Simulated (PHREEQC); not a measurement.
PHREEQC input (Pitzer model, pitzer.dat):

```
SOLUTION 1
  temp 40
  units mol/kgw
  pH 7 charge
  Cl 0.02
  Na 0.02
  S(6) 0.35
  K 0.7
END
USE solution 1
INCREMENTAL_REACTIONS false
REACTION 1
  H2O -1
  0 9.886 18.011 24.689 30.178 34.689 38.397 41.444
  43.949 46.007 47.699 49.089 50.232 51.172 51.944 52.578
  53.1 53.528 53.88 54.17 54.408 54.603 54.764 54.896
  55.005 55.094 55.168 55.228 moles
EQUILIBRIUM_PHASES 1
  Arcanite 0 0
  Glaserite 0 0
  Halite 0 0
  Mirabilite 0 0
  Misenite 0 0
  Sylvite 0 0
  Thenardite 0 0
SELECTED_OUTPUT 1
  -reset false
  -pH true
  -pe true
  -ionic_strength true
  -water true
  -activities H2O
  -totals Cl K Na S
  -molalities H+ Na+ K+ Cl- SO4-2 OH- HSO4-
  -equilibrium_phases Arcanite Glaserite Halite Mirabilite Misenite Sylvite Thenardite
PRINT
  -reset false
END
```

Selected output (columns that matter, 9 of 28 rows; water left (kg) added in front):

```
water left (kg)	pH	mu	Cl	K	Na	S	m_H+	m_Na+	m_K+	m_Cl-	m_SO4-2	la_H2O	Arcanite	Glaserite
1	7.2211	1.07	0.02	0.7	0.02	0.35	1.3626e-07	0.02	0.7	0.02	0.35	-0.0060682	0	0
0.555203	7.2941	1.9272	0.036023	1.2608	0.036023	0.6304	1.2147e-07	0.036023	1.2608	0.036023	0.6304	-0.01045	0	0
0.253345	7.3221	2.431	0.078944	1.568	0.078944	0.78401	1.082e-07	0.078944	1.568	0.078944	0.78401	-0.013294	0.15138	0
0.140655	7.316	2.5224	0.14219	1.5868	0.14219	0.7934	1.0576e-07	0.14219	1.5868	0.14219	0.7934	-0.014291	0.2384	0
0.0641769	7.3007	2.7624	0.31164	1.6338	0.31164	0.81691	9.9388e-08	0.31164	1.6338	0.31164	0.81691	-0.016987	0.29757	0
0.0356396	7.2801	3.1043	0.56117	1.6954	0.56117	0.84771	9.0501e-08	0.56117	1.6954	0.56117	0.84771	-0.02103	0.31979	0
0.0197855	7.2473	3.6931	1.0108	1.7882	1.0108	0.89409	7.61e-08	1.0108	1.7882	1.0108	0.89409	-0.028569	0.33231	0
0.00902993	7.1174	4.0119	2.2149	2.1582	1.2547	0.59902	6.509e-08	1.2547	2.1582	2.2149	0.59902	-0.043179	0.32725	0.0086702
0.00501237	6.9501	4.9665	3.9901	3.045	1.596	0.32546	5.4353e-08	1.596	3.045	3.9901	0.32546	-0.069626	0.32437	0.012
```

Species that the database lacks are ignored. Away from 25 °C the constants follow the database's enthalpies or fits; those with neither stay at their 25 °C values.
